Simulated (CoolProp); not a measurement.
Vapour-liquid equilibrium of propane (1) + isobutane (2) at 9.55 bar; x and y are mole fractions of (1).

Computed with CoolProp (multi-fluid Helmholtz-energy mixture model, Lemmon 2009 and Bücker 2006; pair parameters Kunz 2012).

```csv
x,bubble temperature (°C),y at the bubble point,dew temperature at overall composition x (°C),liquid density (mol/L)
0.05,61.5,0.092,62.7,8.667
0.15,56.5,0.257,59.8,8.919
0.25,51.9,0.399,56.8,9.171
0.35,47.7,0.521,53.6,9.424
0.45,43.6,0.627,50.2,9.681
0.55,39.8,0.719,46.6,9.940
0.65,36.2,0.798,42.7,10.20
0.75,32.8,0.867,38.4,10.47
0.85,29.6,0.927,33.7,10.75
0.95,26.6,0.978,28.3,11.02
```

No azeotrope shows between x = 0.05 and 0.95.

Pair parameters are fitted to limited data, so mixtures are less certain than the pure fluids.
